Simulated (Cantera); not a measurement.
A Cantera script and its output.

```python
import numpy as np
import cantera as ct

gas = ct.Solution("gri30.yaml")
gas.TPX = 348, 600000, {'CH4': 1, 'H2': 0.28, 'O2': 1.78, 'N2': 6.71}
flame = ct.FreeFlame(gas, width=0.011)
flame.set_refine_criteria(ratio=3, slope=0.08, curve=0.16)
flame.transport_model = "unity-Lewis-number"
flame.solve(loglevel=0, auto=True)
z, T = flame.grid, flame.T
thick = (T[-1] - T[0]) / np.gradient(T, z).max()
show = ['CH4', 'H2', 'O2', 'NO2', 'CH2O', 'N2O']
print(f"laminar burning velocity  {flame.velocity[0] * 100:.3f} cm/s")
print(f"burnt temperature         {T[-1]:.1f} K")
print(f"thermal thickness         {thick * 1e3:.4f} mm")
print(f"grid points               {len(z)}")
z0 = z[flame.heat_release_rate.argmax()]
print(f"{'z/mm':>9s}{'T/K':>9s}{'u/(m/s)':>9s}" + "".join(f"{s:>11s}" for s in show))
rows = []
for k in (-3, -2, -1.5, -1, -0.5, -0.25, 0, 0.25, 0.5, 1, 2, 4, 8):
    zz = z0 + k * thick
    rows.append([k * thick, np.interp(zz, z, T), np.interp(zz, z, flame.velocity),
                 *(np.interp(zz, z, flame.X[gas.species_index(s)]) for s in show)])
    print(f"{rows[-1][0] * 1e3:9.3f}{rows[-1][1]:9.1f}{rows[-1][2]:9.3f}" + "".join(f"{x:11.3e}" for x in rows[-1][3:]))
```

It prints:

```
laminar burning velocity  15.280 cm/s
burnt temperature         2185.2 K
thermal thickness         0.1834 mm
grid points               135
     z/mm      T/K  u/(m/s)        CH4         H2         O2        NO2       CH2O        N2O
   -0.550    348.7    0.153  1.023e-01  2.866e-02  1.821e-01  1.930e-08  7.553e-07  5.315e-11
   -0.367    358.5    0.157  1.018e-01  2.867e-02  1.813e-01  2.900e-07  1.142e-05  8.041e-10
   -0.275    391.2    0.172  1.000e-01  2.872e-02  1.785e-01  1.173e-06  4.712e-05  3.322e-09
   -0.183    576.8    0.254  8.983e-02  2.901e-02  1.620e-01  5.440e-06  2.535e-04  1.803e-08
   -0.092   1154.4    0.513  5.457e-02  3.010e-02  1.053e-01  6.794e-06  8.406e-04  6.858e-08
   -0.046   1593.1    0.714  2.600e-02  3.126e-02  5.882e-02  1.349e-06  7.189e-04  1.065e-07
    0.000   1986.9    0.897  3.603e-03  3.097e-02  1.608e-02  3.570e-08  1.936e-04  1.121e-07
    0.046   2116.4    0.955  9.743e-05  2.881e-02  2.504e-03  1.271e-08  1.339e-05  8.627e-08
    0.092   2146.9    0.967  4.025e-06  2.886e-02  7.218e-04  1.039e-08  6.124e-07  6.391e-08
    0.183   2168.3    0.975  1.043e-07  2.901e-02  1.922e-04  6.835e-09  1.473e-08  3.728e-08
    0.367   2179.8    0.979  5.286e-09  2.897e-02  4.568e-05  4.153e-09  3.377e-09  2.006e-08
    0.734   2184.0    0.981  4.252e-10  2.895e-02  1.422e-05  2.903e-09  3.051e-09  1.286e-08
    1.467   2185.1    0.981  2.191e-11  2.894e-02  9.041e-06  2.548e-09  3.024e-09  1.100e-08
```

Cantera simulation using GRI-Mech 3.0 (53 species, 325 reactions); the numbers are that mechanism's predictions, not measurements. Unity Lewis numbers drop preferential diffusion, which matters most where H2 and H carry the flame. Burning velocities carry a grid error of a few per cent, more on coarse grids.
